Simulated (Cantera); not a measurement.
A closed system holds: 1 mol trisilylamine, 17 mol N₂, held at 5.30 Pa.

These are equilibrium values from Cantera (NASA tables, ideal gas, pure condensed phases), not measurements of a reactor. Candidate condensed phases: Si, Si₃N₄; 18 gas species. The feed counts by its element totals alone. The tables' values for SiN are old estimates; treat these amounts as uncertain. Kinetics and transport are ignored.

x: gas mole fraction; n: condensed amount in mol.

| T (K) | x N₂ | x H₂ | x H | x Si | x Si₂ | x SiH | n Si₃N₄(s) | n Si(s) | n Si(l) |
|---|---|---|---|---|---|---|---|---|---|
| 973 | 0.775 | 0.225 | 7.04e-8 | <1e-12 | <1e-12 | <1e-12 | 1.00 | 0 | 0 |
| 1073 | 0.775 | 0.225 | 9.13e-7 | <1e-12 | <1e-12 | <1e-12 | 1.00 | 0 | 0 |
| 1173 | 0.775 | 0.225 | 7.68e-6 | 4.13e-11 | <1e-12 | 2.56e-12 | 1.00 | 0 | 0 |
| 1273 | 0.775 | 0.225 | 4.65e-5 | 1.11e-8 | <1e-12 | 3.69e-10 | 1.00 | 0 | 0 |
| 1373 | 0.775 | 0.225 | 0.000217 | 1.30e-6 | ? | 2.55e-8 | 1.000 | 0 | 0 |
| 1473 | 0.775 | 0.224 | 0.000823 | 7.92e-5 | ? | 9.82e-7 | 0.999 | 0 | 0 |
| 1573 | 0.794 | 0.203 | 0.00252 | 0.00104 | ? | 8.19e-6 | 0 | 2.98 | 0 |
| 1673 | 0.786 | 0.199 | 0.00697 | 0.00788 | ? | 4.32e-5 | 0 | 2.82 | 0 |
| 1773 | 0.756 | 0.186 | 0.0169 | 0.0402 | ? | 0.000156 | 0 | 0 | 2.04 |
| 1873 | 0.688 | 0.159 | 0.0354 | 0.115 | ? | 0.000313 | 0 | 0 | 0 |
| 1973 | 0.676 | 0.139 | 0.0691 | 0.115 | ? | 0.000226 | 0 | 0 | 0 |
| 2073 | 0.658 | 0.109 | 0.120 | 0.112 | ? | 0.000156 | 0 | 0 | 0 |

Question: Fill in the missing entries.

Answer: 
- 1373, x Si₂: 1.09e-10
- 1473, x Si₂: 6.39e-8
- 1573, x Si₂: 2.18e-6
- 1673, x Si₂: 3.03e-5
- 1773, x Si₂: 0.000224
- 1873, x Si₂: 0.000598
- 1973, x Si₂: 0.000215
- 2073, x Si₂: 8.24e-5
